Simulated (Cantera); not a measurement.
Gas mixture: 100 % N₂, at 4.93 atm, frozen composition.

Cantera's kinetic-theory transport with the Lennard-Jones parameters of GRI-Mech 3.0, ideal gas; thermal conductivity in the multicomponent form.

D: mixture-averaged diffusion coefficient of that species in the mixture.

| T (K) | ρ (kg/m³) | cp (J/kg/K) | μ (µPa s) | λ (mW/m/K) | Pr | D (cm²/s) CH₄ | D (cm²/s) NO | D (cm²/s) O |
|---|---|---|---|---|---|---|---|---|
| 400 | 4.21 | 1047 | 22.3 | 32.9 | 0.710 | 0.0757 | 0.0686 | 0.108 |
| 650 | 2.59 | 1084 | (withheld) | (withheld) | 0.706 | (withheld) | (withheld) | (withheld) |
| 900 | 1.87 | 1147 | 38.7 | 62.9 | 0.706 | 0.302 | 0.271 | 0.424 |
| 1150 | 1.46 | 1195 | (withheld) | (withheld) | 0.706 | (withheld) | (withheld) | (withheld) |
| 1400 | 1.20 | 1231 | 51.6 | 90.1 | 0.706 | 0.632 | 0.565 | 0.885 |
| 1650 | 1.02 | 1258 | 57.4 | 102 | 0.705 | 0.830 | 0.742 | 1.16 |
| 1900 | 0.887 | 1278 | 62.9 | 114 | 0.705 | 1.05 | 0.937 | 1.47 |
| 2150 | 0.784 | 1293 | 68.2 | 125 | 0.705 | 1.29 | 1.15 | 1.80 |

Question: What belongs in the gaps?

Answer: 
- 650, μ (µPa s): 31.2
- 650, λ (mW/m/K): 47.9
- 650, D (cm²/s) CH₄: 0.174
- 650, D (cm²/s) NO: 0.157
- 650, D (cm²/s) O: 0.246
- 1150, μ (µPa s): 45.5
- 1150, λ (mW/m/K): 77.0
- 1150, D (cm²/s) CH₄: 0.455
- 1150, D (cm²/s) NO: 0.408
- 1150, D (cm²/s) O: 0.638
